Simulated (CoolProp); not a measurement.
Vapour-liquid equilibrium of R1234ze(E) (1) + R227EA (2) at 22.65 °C; x and y are mole fractions of (1).

Model: multi-fluid Helmholtz-energy mixture model, Thol 2016 and Lemmon 2016; pair parameters Bell 2023, in CoolProp.

```tsv
x	bubble pressure (kPa)	y at the bubble point	dew pressure at overall composition x (kPa)	liquid density (mol/L)
0.05	426.5	0.057	426.1	8.300
0.125	431.7	0.140	430.8	8.424
0.2	436.5	0.220	435.3	8.552
0.275	441.1	0.298	439.8	8.684
0.35	445.3	0.374	444.0	8.821
0.425	449.1	0.448	448.0	8.964
0.5	452.6	0.521	451.6	9.111
0.575	455.6	0.593	454.9	9.265
0.65	458.2	0.664	457.7	9.425
0.725	460.4	0.735	460.1	9.591
0.8	462.0	0.806	461.9	9.765
0.875	463.2	0.878	463.2	9.946
0.95	463.9	0.950	463.9	10.14
```

No azeotrope shows between x = 0.05 and 0.95.

The pair parameters rest on a limited set of measurements; away from them the model extrapolates.
